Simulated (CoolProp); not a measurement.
Cyclopentane along the isobar 2.35 MPa: Z from the reference equation and from simpler models built on Tc = 511.7 K, pc = 4.583 MPa, ω = 0.202; each cubic takes its own stable root.

Model: reference Helmholtz-energy equation of state, Gedanitz 2015, in CoolProp.

| T (K) | phase | reference | Redlich-Kwong | Soave-Redlich-Kwong |
|---|---|---|---|---|
| 458.5 | liquid | 0.08050 | 0.6856 | 0.09077 |
| 466.6 | gas | 0.6742 | 0.7096 | 0.6953 |
| 474.7 | gas | 0.7030 | 0.7303 | 0.7199 |
| 482.7 | gas | 0.7269 | 0.7483 | 0.7408 |
| 490.8 | gas | 0.7477 | 0.7644 | 0.7595 |
| 498.9 | gas | 0.7659 | 0.7788 | 0.7761 |
| 506.9 | gas | 0.7818 | 0.7918 | 0.7908 |
| 515 | gas | 0.7962 | 0.8037 | 0.8043 |
| 523 | gas | 0.8091 | 0.8144 | 0.8164 |

At some of these states Redlich-Kwong gives the other phase, because its saturation line lies elsewhere.
